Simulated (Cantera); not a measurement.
Input: 1 mol C₃H₆, 0.61 mol H₂O, 2.7 mol N₂, at 325 °C and 0.133 bar.

Cantera equilibrium calculation (NASA polynomials, part measured and part estimated; ideal gas, pure solids and liquids). Kinetics and transport are ignored.

| species | before | after |
|---|---|---|
| H₂ | 0.132 | 0.520 |
| N₂ | 0.524 | 0.391 |
| CO | 0.000269 | 0.0876 |
| CH₄ | 0.232 | 0.00131 |
| H₂O | 0.106 | 0.000556 |
| CO₂ | 0.00626 | 9.31e-5 |
| NH₃ | 0.000199 | 1.00e-5 |
| C(graphite), mol | 1.77 | 2.39 |
Gas species are given as mole fractions.

Q: Which change was made?
(A) C₃H₆ replaced by CH₄
(B) temperature from 325 °C to 825 °C
(C) 1.4 mol H₂ added
(D) C₃H₆ replaced by C₂H₂

A: B, temperature from 325 °C to 825 °C
